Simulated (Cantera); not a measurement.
Charge: 1 mol Cu₂O, 2.2 mol H₂, 0.15 mol H₂O, held at 1677 °C and 1000 Pa.

Method: chemical equilibrium by Gibbs-energy minimisation in Cantera with the NASA 1993 tables (ideal gas, pure condensed phases). Candidate condensed phases: Cu, CuO, Cu(OH)₂, Cu₂O, H₂O; 12 gas species. The numbers say what is thermodynamically allowed, not how fast it happens.

Task: What is the equilibrium state?

Result: 
- x(H₂) = 0.369
- x(H₂O) = 0.356
- x(Cu) = 0.267
- x(H) = 0.00696
- x(Cu₂) = 0.000927
- x(OH) = 0.000610
- x(O) = 8.53e-6
- x(CuO) = 5.67e-6
- x(O₂) = 3.57e-6
- n(Cu(l)) = 1.13 mol
- gas amount = 3.228 mol
